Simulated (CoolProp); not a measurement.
Saturation properties of CH3F (R41) (Tc = 317.3 K, pc = 5.906 MPa, ω = 0.200).

Computed with CoolProp (reference Helmholtz-energy equation of state, Lemmon 2006). It is a short technical equation, of lower accuracy than the large ones.

| T (K) | p (MPa) | enthalpy of vaporisation (kJ/kg) | vapour Z | surface tension (mN/m) |
|---|---|---|---|---|
| 177.1 | 0.03424 | 511.1 | 0.9780 | 18.3 |
| 179.7 | 0.04077 | 507.8 | 0.9755 | 17.9 |
| 182.4 | 0.04858 | 504.3 | 0.9728 | 17.5 |
| 185 | 0.05720 | 500.9 | 0.9699 | 17.0 |
| 187.7 | 0.06742 | 497.3 | 0.9667 | 16.6 |
| 190.3 | 0.07859 | 493.8 | 0.9634 | 16.2 |
| 193 | 0.09169 | 490.1 | 0.9598 | 15.8 |
| 195.6 | 0.1059 | 486.5 | 0.9561 | 15.4 |
| 198.3 | 0.1224 | 482.8 | 0.9520 | 14.9 |
| 200.9 | 0.1402 | 479.0 | 0.9478 | 14.5 |
| 203.6 | 0.1608 | 475.1 | 0.9433 | 14.1 |
| 206.2 | 0.1828 | 471.3 | 0.9386 | 13.7 |
| 208.9 | 0.2080 | 467.2 | 0.9335 | 13.3 |

It boils at 194.8 K under 1 atm.

Surface tension comes from a separate correlation (Mulero 2012).
